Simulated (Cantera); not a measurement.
Standard-state values (1 bar) from the NASA 1993 polynomials, evaluated with Cantera. Values are per mole of reaction as written; species without (g) are pure solids or liquids, kept so even where they would boil at 1 bar.

Between 1450 and 1650 K, where is each reaction favourable under standard conditions?
- 3 N(g) + 2 CrO3(g) ⇌ 3 NO(g) + Cr2O3


- 3 N(g) + 2 CrO3(g) ⇌ 3 NO(g) + Cr2O3: ΔG° is -1302 kJ at 1450 K and -1250 kJ at 1650 K; it stays negative (K > 1). ΔH° is -1678 kJ and ΔS° -260 J/K at 1650 K.
